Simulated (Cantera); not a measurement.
A closed system holds: 1 mol B2O3, 1 mol H2, 0.47 mol N2, at 1.33 mbar.

Method: chemical equilibrium by Gibbs-energy minimisation in Cantera with the NASA 1993 tables (ideal gas, pure condensed phases). Candidate condensed phases: B, BN, B2O3, B3O3H3, H2O; 39 gas species. N2 is the only nitrogen source here; it is nearly inert below about 1500 K, so the nitride shown seldom forms there in practice. Mutual solubility and eutectic melting of coexisting phases are not modelled. The numbers say what is thermodynamically allowed, not how fast it happens.

x: gas mole fraction; n: condensed amount in mol.

```
T (K)   x H2   x N2    x HBO2     x HBO   n BN(s)  n B2O3(l)
-----  -----  -----  --------  --------  --------  ---------
1000   0.680  0.320   1.60e-5   1.11e-7  0.000494      1.000
1050   0.680  0.320       ___       ___  0.000498      1.000
1100   0.680  0.320  0.000104   2.71e-6  0.000517      1.000
1150   0.680  0.320  0.000233   1.08e-5  0.000566      1.000
1200   0.680  0.319  0.000486   3.83e-5  0.000666      0.999
1250   0.679  0.319  0.000951  0.000122  0.000842      0.999
1300   0.678  0.319   0.00176  0.000357   0.00111      0.998
1350   0.676  0.319       ___       ___       ___      0.995
1400   0.673  0.318   0.00519   0.00238   0.00170      0.991
```

Problem. Some entries are withheld; supply them.

Solution. 
- 1050, x HBO2: 4.28e-5
- 1050, x HBO: 5.92e-7
- 1350, x HBO2: 0.00309
- 1350, x HBO: 0.000957
- 1350, n BN(s): 0.00145
